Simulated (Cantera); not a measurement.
A closed system holds: 1 mol borazine, 0.31 mol H₂O, 0.56 mol H₂, equilibrated at 0.383 Torr.

These are equilibrium values from Cantera (NASA tables, ideal gas, pure condensed phases), not measurements of a reactor. Candidate condensed phases: B, BN, B₂O₃, B₃O₃H₃, H₂O; 39 gas species. The feed counts by its element totals alone. Mutual solubility and eutectic melting of coexisting phases are not modelled. The tables' values for BH₂ are old estimates; treat these amounts as uncertain. Kinetics and transport are ignored. All values below are at 1923 K.

Base state: H₂ 0.827, N₂ 0.0698, H 0.0379, HBO 0.0348, BO 0.0250, B₂O₂ 0.00450, B₂O 0.000300, BH₂ 0.000244 (mole fractions); condensed: B(s) + BN(s).

Task: What changes in the equilibrium state with this change: H₂O from 0.31 to 0.98 mol?

Result: 
```tsv
species	before	after
H₂	0.827	0.731
N₂	0.0698	0.0850
HBO	0.0348	0.0713
BO	0.0250	0.0544
B₂O₂	0.00450	0.0213
H	0.0379	0.0357
B₂O₃	1.17e-5	0.000133
HBO₂	1.27e-5	6.24e-5
B(s), mol	0.313	0
BN(s), mol	2.37	2.02
```

Task: What changes in the equilibrium state with this change: pressure from 0.383 Torr to 7.50 Torr?

Result: 
```tsv
species	before	after
H₂	0.827	0.890
HBO	0.0348	0.0482
N₂	0.0698	0.0365
H	0.0379	0.00889
BO	0.0250	0.00753
B	6.89e-5	1.10e-6
B₂O₃	1.17e-5	0.000393
HBO₂	1.27e-5	0.000332
H₂O	1.27e-6	2.58e-5
B(s), mol	0.313	0
BN(s), mol	2.37	2.69
```

Task: What changes in the equilibrium state with this change: pressure from 0.383 Torr to 52.5 Torr?

Result: 
```json
[
 {"species": "H₂", "before": "0.827", "after": "0.901"},
 {"species": "HBO", "before": "0.0348", "after": "0.0460"},
 {"species": "N₂", "before": "0.0698", "after": "0.0349"},
 {"species": "H", "before": "0.0379", "after": "0.00338"},
 {"species": "BO", "before": "0.0250", "after": "0.00270"},
 {"species": "B", "before": "6.89e-5", "after": "6.06e-8"},
 {"species": "B₂O₃", "before": "1.17e-5", "after": "0.00230"},
 {"species": "HBO₂", "before": "1.27e-5", "after": "0.00206"},
 {"species": "H₂O", "before": "1.27e-6", "after": "0.000170"},
 {"species": "B₂O", "before": "0.000300", "after": "3.91e-6"},
 {"species": "B(s), mol", "before": "0.313", "after": "0"},
 {"species": "BN(s), mol", "before": "2.37", "after": "2.71"}
]
```
